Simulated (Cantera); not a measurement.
A closed system holds: 1 mol Si₃N₄, 0.013 mol CO₂, 30 mol N₂, 0.35 mol N₂O, at 0.000240 bar.

Equilibrium computed with Cantera from the NASA thermochemical tables; the gas is ideal and each condensed phase is pure. Candidate condensed phases: C, Si, SiC, SiO₂, Si₂N₂O, Si₃N₄; 34 gas species. Mutual solubility and eutectic melting of coexisting phases are not modelled. Equilibrium is a limit: real reactors are often held back by kinetics, nucleation or transport.

Problem. Which condensed phases are stable at each of these points (T (K)): 1498, 1548, 1598, 1648, 1698, 1748, 1798, 1848, 1898, 1948, 1998, 2048?

Solution. 
| T (K) | condensed phases | Si condensed (%) |
|---|---|---|
| 1498 | Si₂N₂O(s) + Si₃N₄(s) | 98.0 |
| 1548 | Si₂N₂O(s) + Si₃N₄(s) | 90.8 |
| 1598 | Si(s) | 87.4 |
| 1648 | Si(s) | 86.6 |
| 1698 | Si(l) | 84.7 |
| 1748 | Si(l) | 80.8 |
| 1798 | Si(l) | 72.9 |
| 1848 | Si(l) | 57.1 |
| 1898 | Si(l) | 26.2 |
| 1948 | gas only | 0.0 |
| 1998 | gas only | 0.0 |
| 2048 | gas only | 0.0 |

From 1498 K to 1548 K the condensed part is Si₂N₂O(s) + Si₃N₄(s). From 1598 K to 1648 K the condensed part is Si(s). From 1698 K to 1898 K the condensed part is Si(l). From 1948 K to 2048 K nothing is condensed.
